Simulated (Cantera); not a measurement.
Thermodynamics of fluorocarbon and chlorocarbon gases, feed C₂F₆ + F₂ + H₂

A closed system holds: 1 mol C₂F₆, 0.053 mol F₂, 0.079 mol H₂, equilibrated at 3100 K.

Method: chemical equilibrium by Gibbs-energy minimisation in Cantera with the NASA 1993 tables (ideal gas, pure condensed phases). Candidate condensed phases: C, C₆H₆, C₇H₈, C₈H₁₈; 95 gas species. The feed counts by its element totals alone. The tables' values for C₂F₄ are old estimates; treat these amounts as uncertain. Gases not in the tables: C₂F₆ and larger saturated fluorocarbons. Rates play no part.

```csv
P (Pa),x F,x CF₂,x C,x CF,x C₃,x HF,x CF₄,x H,x CF₃,x C₂,n C(graphite)
1,0.741,3.79e-7,0.234,0.00193,0.000543,0.000419,<1e-12,0.0188,<1e-12,0.00306,0
5.20,0.757,8.91e-6,0.195,0.00853,0.00852,0.00210,<1e-12,0.0178,3.28e-11,0.0111,0
27,0.796,0.000143,0.105,0.0251,0.0359,0.00840,1.86e-12,0.0130,2.87e-9,0.0167,0
140,0.814,0.00156,0.0407,0.0515,0.0562,0.0177,5.70e-10,0.00519,1.66e-7,0.0130,0
720,0.796,0.0133,0.0137,0.0874,0.0569,0.0228,1.23e-7,0.00133,7.12e-6,0.00759,0
3700,0.756,0.0794,0.00344,0.107,0.0236,0.0268,1.75e-5,0.000320,0.000207,0.00245,0.434
19000,0.608,0.263,0.000670,0.0859,0.00460,0.0327,0.000990,9.43e-5,0.00284,0.000477,0.217
100000,0.458,0.424,6.86e-5,0.0349,0.000137,0.0397,0.0250,2.89e-5,0.0181,2.63e-5,0
```
x: gas mole fraction; n: condensed amount in mol.

From 1.00 Pa to 720 Pa nothing is condensed. From 3700 Pa to 19000 Pa the condensed part is C(graphite). At 100000 Pa nothing is condensed. The main C-bearing gas is C at 1.00 Pa and CF₂ at 100000 Pa.
